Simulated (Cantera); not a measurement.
Input (Python, Cantera):

```python
import numpy as np
import cantera as ct

gas = ct.Solution("SiF4_NH3_mec.yaml", "gas")
gas.TPX = 1775, 78000, {'NH3': 1, 'H2': 14}
reactor = ct.IdealGasConstPressureReactor(gas, energy="off", clone=False)
net = ct.ReactorNet([reactor])
net.rtol, net.atol = 1e-08, 1e-18
show = ['NH3', 'H2', 'N2H4', 'N', 'N2']
times = np.geomspace(5e-05, 100, 15)

steps = ct.SolutionArray(gas, extra=["t"])
rows = []
print(f"{'t/s':>10s}{'T/K':>9s}{'P/Pa':>11s}" + "".join(f"{s:>11s}" for s in show))
for t in times:
    while net.time < t:
        t_next = net.step()
        steps.append(gas.state, t=t_next)
    rows.append([np.interp(t, steps.t, y) for y in (steps.T, steps.P, *steps(*show).X.T)])
    print(f"{t:10.3e}{rows[-1][0]:9.1f}{rows[-1][1]:11.4g}" + "".join(f"{x:11.3e}" for x in rows[-1][2:]))
rate = np.gradient(steps.T, steps.t)
print("integrator steps:", len(steps.t))
if steps.T.max() > steps.T[0] + 200:
    print(f"time of steepest temperature rise: {steps.t[rate.argmax()]:.4e} s")
gas.TPX = 1775, 78000, {'NH3': 1, 'H2': 14}
gas.equilibrate("TP")
print(f"equilibrium (TP): T = {gas.T:.1f} K  " + "  ".join(f"{s} {gas[s].X[0]:.3e}" for s in show))
```

Result:

```
       t/s      T/K       P/Pa        NH3         H2       N2H4          N         N2
 5.000e-05   1775.0    7.8e+04  6.667e-02  9.333e-01  1.002e-12  7.531e-14  1.768e-12
 1.409e-04   1775.0    7.8e+04  6.666e-02  9.333e-01  7.999e-12  1.732e-12  1.252e-10
 3.973e-04   1775.0    7.8e+04  6.666e-02  9.333e-01  6.329e-11  3.873e-11  6.416e-09
 1.120e-03   1775.0    7.8e+04  6.665e-02  9.333e-01  4.843e-10  8.212e-10  2.129e-07
 3.157e-03   1775.0    7.8e+04  6.662e-02  9.332e-01  2.871e-09  1.185e-08  5.647e-06
 8.899e-03   1775.0    7.8e+04  6.646e-02  9.332e-01  6.016e-09  3.604e-08  6.853e-05
 2.508e-02   1775.0    7.8e+04  6.598e-02  9.334e-01  6.118e-09  3.751e-08  2.974e-04
 7.071e-02   1775.0    7.8e+04  6.462e-02  9.341e-01  5.912e-09  3.715e-08  9.309e-04
 1.993e-01   1775.0    7.8e+04  6.105e-02  9.360e-01  5.379e-09  3.616e-08  2.609e-03
 5.619e-01   1775.0    7.8e+04  5.251e-02  9.406e-01  4.181e-09  3.354e-08  6.611e-03
 1.584e+00   1775.0    7.8e+04  3.666e-02  9.490e-01  2.257e-09  2.740e-08  1.405e-02
 4.465e+00   1775.0    7.8e+04  1.836e-02  9.587e-01  6.529e-10  1.707e-08  2.263e-02
 1.258e+01   1775.0    7.8e+04  6.950e-03  9.647e-01  1.036e-10  7.548e-09  2.798e-02
 3.548e+01   1775.0    7.8e+04  2.408e-03  9.672e-01  1.287e-11  2.757e-09  3.012e-02
 1.000e+02   1775.0    7.8e+04  8.374e-04  9.680e-01  1.567e-12  9.687e-10  3.085e-02
integrator steps: 1033
equilibrium (TP): T = 1775.0 K  NH3 4.008e-06  H2 9.684e-01  N2H4 3.616e-17  N 4.644e-12  N2 3.124e-02
```

Cantera simulation using the gas-phase N/H chemistry of the illustrative SiF4/NH3 mechanism in the Surface Chemkin manual (1991); the numbers are that mechanism's predictions, not measurements. Walls and surfaces, which speed up NH3 decomposition in real reactors, are not modelled.
